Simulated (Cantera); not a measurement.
Input: 1 mol FeS₂, 0.23 mol SO₂, 0.35 mol H₂O, 1.6 mol SO₃, held at 1025 °C and 4.70 bar.

Method: chemical equilibrium by Gibbs-energy minimisation in Cantera with the NASA 1993 tables (ideal gas, pure condensed phases). Candidate condensed phases: Fe, FeO, Fe(OH)₂, Fe(OH)₃, FeS, FeSO₄, FeS₂, Fe₂O₃, Fe₂(SO₄)₃, Fe₃O₄, H₂O, H₂SO₄, S; 22 gas species. Mutual solubility and eutectic melting of coexisting phases are not modelled. FeS: taken at fixed stoichiometry. Gases not in the tables: S₃ to S₇. Kinetics and transport are ignored.

Base state: SO₂ 0.833, H₂O 0.109, S₂ 0.0465, S₂O 0.00705, H₂S 0.00386, H₂ 0.000734, SO 0.000544, SH 3.74e-5 (mole fractions); condensed: FeS(s) + Fe₃O₄(s).

### Question
What changes in the equilibrium state with this change: 0.0095 mol NH₃ added?

### Answer
| species | before | after |
|---|---|---|
| SO₂ | 0.833 | 0.827 |
| H₂O | 0.109 | 0.113 |
| S₂ | 0.0465 | 0.0462 |
| N₂ | 0 | 0.00153 |
| H₂ | 0.000734 | 0.000762 |
| H₂S | 0.00386 | 0.00400 |
| SH | 3.74e-5 | 3.81e-5 |
| FeS(s), mol | 0.916 | 0.920 |
| Fe₃O₄(s), mol | 0.0279 | 0.0266 |
